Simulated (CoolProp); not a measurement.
Vapour-liquid equilibrium of diethyl ether (1) + benzene (2) at 5.93 bar; x and y are mole fractions of (1).

The numbers come from the multi-fluid Helmholtz-energy mixture model, Thol 2014 and Thol 2012; pair parameters Bell 2016 in CoolProp.

```csv
x,bubble temperature (°C),y at the bubble point,dew temperature at overall composition x (°C),liquid density (mol/L)
0.05,146.5,0.121,149.1,9.298
0.2,134.9,0.402,143.5,9.200
0.35,125.1,0.598,137.2,9.075
0.5,116.8,[?],[?],[?]
0.65,109.5,0.843,122.2,8.761
0.8,103.2,0.922,112.7,8.578
0.95,[?],0.983,100.7,8.377
```

### Question
Complete the blanks.

### Answer

- 0.5, y at the bubble point: 0.739
- 0.5, dew temperature at overall composition x (°C): 130.2
- 0.5, liquid density (mol/L): 8.927
- 0.95, bubble temperature (°C): 97.5

No azeotrope shows between x = 0.05 and 0.95.

The pair parameters rest on a limited set of measurements; away from them the model extrapolates.
